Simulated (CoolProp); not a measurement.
Vapour-liquid equilibrium of CHF3 (R23) (1) + R125 (2) at 0.0959 MPa; x and y are mole fractions of (1).

Computed with CoolProp (multi-fluid Helmholtz-energy mixture model, Penoncello 2003 and Lemmon 2005; pair parameters Bell 2016).

```
x     bubble temperature (K)  y at the bubble point  dew temperature at overall composition x (K)  liquid density (mol/L)
----  ----------------------  ---------------------  --------------------------------------------  ----------------------
0.05                   220.4                  0.202                                         223.1                   12.98
0.2                    211.5                  0.578                                         220.4                   13.99
0.35                   205.0                  0.765                                         217.3                   15.03
0.5                    200.1                  0.865                                         213.7                   16.14
0.65                   196.4                  0.924                                         209.2                   17.34
0.8                    193.5                  0.963                                         203.4                   18.67
0.95                   191.0                  0.992                                         194.5                   20.16
```

No azeotrope shows between x = 0.05 and 0.95.

Pair parameters are fitted to limited data, so mixtures are less certain than the pure fluids. The gap from Raoult's law changes sign with composition, which may be real or a fault of the pair parameters; it wasn't checked against measurements.
